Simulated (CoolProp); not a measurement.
Vapour-liquid equilibrium of CH2F2 (R32) (1) + R125 (2) at -52.75 °C; x and y are mole fractions of (1).

The numbers come from the multi-fluid Helmholtz-energy mixture model, Tillner-Roth 1997 and Lemmon 2005; pair parameters Lemmon 2004 in CoolProp.

```csv
x,bubble pressure (kPa),y at the bubble point,dew pressure at overall composition x (kPa),liquid density (mol/L)
0.05,81.38,…,81.11,13.05
0.125,83.28,0.157,82.62,13.53
0.2,85.16,0.245,84.19,14.04
0.275,86.98,…,85.81,14.59
0.35,88.71,0.407,87.46,15.18
0.425,90.32,0.481,89.11,15.81
0.5,91.78,0.551,90.72,16.50
0.575,93.07,…,92.24,17.26
0.65,94.17,0.684,93.62,18.08
0.725,95.06,0.748,94.77,18.99
0.8,95.71,0.812,95.61,…
0.875,96.07,0.878,96.06,21.14
0.95,96.06,0.948,96.06,22.42
```

Problem. Some entries are withheld; supply them.

Solution. 
- 0.05, y at the bubble point: 0.064
- 0.275, y at the bubble point: 0.329
- 0.575, y at the bubble point: 0.619
- 0.8, liquid density (mol/L): 20.01

y crosses x between x = 0.875 and 0.95: the model has an azeotrope there.

The pair parameters rest on a limited set of measurements; away from them the model extrapolates.
